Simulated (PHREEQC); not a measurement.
Consider water at 10 °C with 0.0033 mol/kgw NH3, 0.00028 mol/kgw CO2 and 0.29 mol/kgw K3PO4. Closed to the air; pH follows from the charge balance.

Model: ion-association model, wateq4f.dat, run in PHREEQC.

Precipitation was switched off in this run.

**Question.** What pH, activity of water does the model give?

**Answer.** pH 12.62; activity of water 0.980.

**Question.** In which forms is P present?

**Answer.** PO4-3 92 %, HPO4-2 6.2 %, KHPO4- 1.4 % of the P.

The ionic strength is past about 0.7 mol/kgw, beyond the range of this activity model, so the values are rough. H3PO4, which wateq4f.dat lacks, is added to it with the constant of phreeqc.dat. Constants without temperature data keep their 25 °C values here.
